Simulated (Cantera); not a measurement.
What does this Cantera script print?

```python
import numpy as np
import cantera as ct

gas_names = """
    NaOH C2H6 CH3OH
""".split()
cond_names = """
    Na(cr) Na(L)
""".split()


# ... load() reads the species with a 1 bar reference pressure and builds the phases ...
species = {s.name: s for s in load("nasa_gas.yaml", gas_names) + load("nasa_condensed.yaml", cond_names)}
# Each term lists the table entries of one substance; the one whose range holds T is used.
reactions = {
    '2 NaOH(g) + C2H6(g) = 2 Na + 2 CH3OH(g)':
        [(-2, ['NaOH']), (-1, ['C2H6']), (2, ['Na(cr)', 'Na(L)']), (2, ['CH3OH'])],
}


def pick(names, T):
    return next(species[n] for n in names if species[n].thermo.min_temp <= T <= species[n].thermo.max_temp)


results = []
for label, terms in reactions.items():
    print(label)
    print("     T/K   dH/kJ  dS/(J/K)   dG/kJ   log10 K")
    for T in [523, 673, 823, 973, 1123, 1273, 1423]:
        used = [(nu, pick(names, T)) for nu, names in terms]
        dH = sum(nu * s.thermo.h(T) for nu, s in used) / 1e6
        dS = sum(nu * s.thermo.s(T) for nu, s in used) / 1e3
        dG = dH - T * dS / 1e3
        logK = -dG * 1e6 / (ct.gas_constant * T * np.log(10))
        results.append((label, T, dH, dS, dG, logK, [s.name for _, s in used]))
        print(f"{T:8g} {dH:8.1f} {dS:8.1f} {dG:8.1f} {logK:8.2f}")
```

It prints:

```
2 NaOH(g) + C2H6(g) = 2 Na + 2 CH3OH(g)
     T/K   dH/kJ  dS/(J/K)   dG/kJ   log10 K
     523     82.3    -90.9    129.9   -12.97
     673     82.3    -91.0    143.5   -11.14
     823     82.6    -90.6    157.1    -9.97
     973     83.1    -90.1    170.7    -9.16
    1123     83.9    -89.3    184.1    -8.56
    1273     85.0    -88.3    197.5    -8.10
    1423     86.6    -87.1    210.6    -7.73
```

Source: NASA polynomial tables (part measured, part estimated), evaluated in Cantera. Condensed species are held in their standard states even where they would react or evaporate.
